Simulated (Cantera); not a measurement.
## Thermodynamics of carbothermic reduction, feed CuO + CH4 + N2

Input: 1 mol CuO, 0.49 mol CH4, 6.6 mol N2, held at 31000 Pa.

Cantera equilibrium calculation (NASA polynomials, part measured and part estimated; ideal gas, pure solids and liquids). Candidate condensed phases: C, C6H6, C7H8, C8H18, Cu, CuO, Cu(OH)2, Cu2O, H2O; 139 gas species. Rates play no part.

```tsv
T (°C)	x N2	x Cu	x H2	x H2O	x CO	x CO2	x H	n Cu(s)	n Cu(l)
777	0.818	3.39e-10	0.0808	0.0406	0.0381	0.0226	4.14e-9	1.00	0
927	0.818	3.96e-8	0.0765	0.0450	0.0425	0.0182	9.80e-8	1.00	0
1077	0.818	1.58e-6	0.0734	0.0480	0.0456	0.0152	1.16e-6	1.000	0
1227	0.818	2.65e-5	0.0712	0.0502	0.0477	0.0130	8.44e-6	0	1.000
1377	0.818	0.000262	0.0696	0.0518	0.0493	0.0114	4.30e-5	0	0.998
1527	0.816	0.00175	0.0683	0.0529	0.0504	0.0102	0.000168	0	0.986
1677	0.811	0.00862	0.0667	0.0533	0.0509	0.00925	0.000532	0	0.929
1827	0.790	0.0336	0.0640	0.0525	0.0503	0.00835	0.00142	0	0.716
1977	0.727	0.108	0.0577	0.0485	0.0468	0.00721	0.00320	0	0
2127	0.725	0.109	0.0560	0.0478	0.0470	0.00679	0.00676	0	0
2277	0.721	0.109	0.0537	0.0457	0.0472	0.00634	0.0130	0	0
```
x: gas mole fraction; n: condensed amount in mol.

From 777 °C to 1077 °C the condensed part is Cu(s). From 1227 °C to 1827 °C the condensed part is Cu(l). From 1977 °C to 2277 °C nothing is condensed.
